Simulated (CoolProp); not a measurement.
n-perfluorohexane along the isotherm 450 K: density (kg/m³) from the reference equation and from simpler models built on Tc = 448.0 K, pc = 1.742 MPa, ω = 0.497; each cubic takes its own stable root.

Computed with CoolProp (reference Helmholtz-energy equation of state, Gao 2022).

```tsv
p (MPa)	phase	reference
0.363	gas	35.49
0.726	gas	78.30
1.09	gas	134.1
1.45	gas	218.3
1.81	supercritical	611.2
2.18	supercritical	957.8
2.54	supercritical	1019
2.9	supercritical	1058
3.27	supercritical	1088
3.63	supercritical	1111
3.99	supercritical	1130
4.35	supercritical	1147
```

**Question.** How far does each simpler model (Redlich-Kwong, Peng-Robinson) lie from the reference over these 12 states: mean and median of the absolute difference, and the worst?

**Answer.** 
- Redlich-Kwong: mean 12.6 %, median 17.2 %, worst -23.1 % at 450 K and 2.18 MPa
- Peng-Robinson: mean 7.7 %, median 9.2 %, worst -16.2 % at 450 K and 2.18 MPa
